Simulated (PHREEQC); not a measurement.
0.37 g of hydrous ferric oxide (600 m²/g; 0.2 weak and 0.005 strong sites per Fe, Dzombak-Morel constants, diffuse double layer) in 1 kg of water with 0.1 mol/kgw of an inert sodium salt, at 25 °C; the pH is set by adding NaOH or the inert anion's acid. O2 is buffered at 0.21 atm. CO2 from the air is kept out. Precipitation was switched off in this run.

The numbers come from PHREEQC with the ion-association model, wateq4f.dat.

| pH | surface charge σ (C/m²) | surface potential ψ (mV) |
|---|---|---|
| 4 | 0.321 | 146 |
| 4.38 | 0.286 | 141 |
| 4.75 | [?] | [?] |
| 5.12 | 0.201 | 123 |
| 5.5 | 0.159 | 111 |
| 5.88 | 0.122 | 98 |
| 6.25 | 0.091 | 84 |
| 6.62 | [?] | 69 |
| 7 | 0.045 | [?] |
| 7.38 | [?] | 35 |
| 7.75 | 0.013 | [?] |
| 8.12 | [?] | 0 |
| 8.5 | -0.014 | -19 |
| 8.88 | -0.029 | -37 |
| 9.25 | -0.046 | -54 |
| 9.62 | -0.067 | -70 |
| 10 | -0.094 | -85 |

### Question
Some entries are withheld; supply them.

### Answer

- 4.75, surface charge σ (C/m²): 0.244
- 4.75, surface potential ψ (mV): 133
- 6.62, surface charge σ (C/m²): 0.066
- 7, surface potential ψ (mV): 52
- 7.38, surface charge σ (C/m²): 0.027
- 7.75, surface potential ψ (mV): 17
- 8.12, surface charge σ (C/m²): 0.000
